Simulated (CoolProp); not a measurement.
Vapour-liquid equilibrium of R134a (1) + dimethyl ether (2) at 1.5 MPa; x and y are mole fractions of (1).

Computed with CoolProp (multi-fluid Helmholtz-energy mixture model, Tillner-Roth 1994 and Wu 2011; pair parameters Bell 2016).

Give the bubble temperature and the first vapour's composition at x = 0.275, 0.35, 0.575. Is there an azeotrope?

x = 0.275: 335.1 K, y = 0.283; x = 0.35: 334.8 K, y = 0.366; x = 0.575: 333.2 K, y = 0.610. y crosses x between x = 0.125 and 0.2: the model has an azeotrope there.

Pair parameters are fitted to limited data, so mixtures are less certain than the pure fluids.
